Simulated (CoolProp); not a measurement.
Properties of neopentane at several states.

Values from CoolProp's reference Helmholtz-energy equation of state, Lemmon 2006. It is a short technical equation, of lower accuracy than the large ones.

```csv
T (°C),p (MPa),phase,cp (kJ/(kg K)),Joule-Thomson coefficient (K/MPa)
273.65,0.959,gas,2.814,…
53.85,0.941,liquid,…,-0.1882
229.65,1.26,gas,…,5.411
```

Q: What belongs in the gaps?

A: 
- 273.65, Joule-Thomson coefficient (K/MPa): 4.064
- 53.85, cp (kJ/(kg K)): 2.487
- 229.65, cp (kJ/(kg K)): 2.678
